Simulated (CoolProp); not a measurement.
Properties of CHF3 (R23) along the isotherm 322.2 K.

Model: reference Helmholtz-energy equation of state, Penoncello 2003, in CoolProp.

```
p (kPa)          phase  density (kg/m³)  cp (kJ/(kg K))  isothermal compressibility (1/MPa)
-------  -------------  ---------------  --------------  ----------------------------------
1730               gas            50.60          0.8849                              0.6513
3450               gas            116.7               …                              0.3888
5180     supercritical            216.5           1.646                              0.3458
6900     supercritical            408.8               …                              0.3889
8630     supercritical            653.4           2.964                              0.1462
10400    supercritical            769.4           2.196                             0.05967
12100    supercritical            832.0           1.898                             0.03601
13800    supercritical            875.7           1.739                             0.02549
15500    supercritical            909.6           1.639                                   …
17300    supercritical            938.9           1.566                             0.01580
19000    supercritical            962.3           1.516                                   …
20700    supercritical            982.8           1.476                             0.01152
22400    supercritical             1001           1.445                             0.01014
24200    supercritical             1018           1.417                            0.009006
```

Problem. What belongs in the gaps?

Solution. 
- 3450, cp (kJ/(kg K)): 1.107
- 6900, cp (kJ/(kg K)): 3.354
- 15500, isothermal compressibility (1/MPa): 0.01966
- 19000, isothermal compressibility (1/MPa): 0.01333

The peak of cp marks the crossing from liquid-like to gas-like fluid above the critical point.
